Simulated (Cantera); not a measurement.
# B2O3 + N2 + H2 (boron, boron nitride and boron oxide)

A closed system holds: 1 mol B2O3, 0.51 mol N2, 89 mol H2, equilibrated at 1752 °C.

Cantera equilibrium calculation (NASA polynomials, part measured and part estimated; ideal gas, pure solids and liquids). Candidate condensed phases: B, BN, B2O3, B3O3H3, H2O; 39 gas species. Rates play no part.

From 10.0 Pa to 1.00 bar nothing is condensed. The main B-bearing gas is BO at 10.0 Pa and HBO at 1.00 bar.

```csv
P (Pa),x H2,x H,x HBO,x BO,x HBO2,x N2,x H2O
10,0.798,0.172,0.00372,0.0114,0.00411,0.00512,0.00533
32,0.869,0.100,0.00551,0.00901,0.00498,0.00533,0.00476
100,0.912,0.0581,0.00728,0.00657,0.00558,0.00545,0.00423
320,0.937,0.0329,0.00884,0.00440,0.00596,0.00553,0.00383
1000,0.952,0.0188,0.00999,0.00279,0.00618,0.00557,0.00356
3200,0.960,0.0105,0.0108,0.00168,0.00630,0.00560,0.00339
10000,0.965,0.00598,0.0113,0.000991,0.00637,0.00562,0.00330
32000,0.967,0.00335,0.0116,0.000568,0.00641,0.00562,0.00324
100000,0.969,0.00189,0.0118,0.000326,0.00643,0.00563,0.00321
```
x: gas mole fraction; nothing condenses.
